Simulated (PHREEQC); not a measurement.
Synthetic water in mg/kgw, 20 °C, pH 6.41, pe -0.7: Na 251; K 13; Ca 19; Mg 239; Cl 171; S(6) as SO4 1090; Alkalinity as HCO3 353; B 4.47; Li 3.08; Fe(2) 11.1; F 3.53; Br 0.417.

Na is adjusted to close the charge balance.
Valence states are taken as typed.

Computed with PHREEQC (ion-association model, wateq4f.dat).

No solid was allowed to form.

Question: What ionic strength does the model give?

Answer: ionic strength 0.0425 mol/kgw.

Question: In which forms is F present?

Answer: F- 82 %, MgF+ 17 % of the F.

Examples of supersaturated solids here: Siderite. Others may be too. Real BF4- forms and hydrolyses slowly; the run takes it at equilibrium. Fluoro complexes past AlF4- and FeF3 are missing from the database.
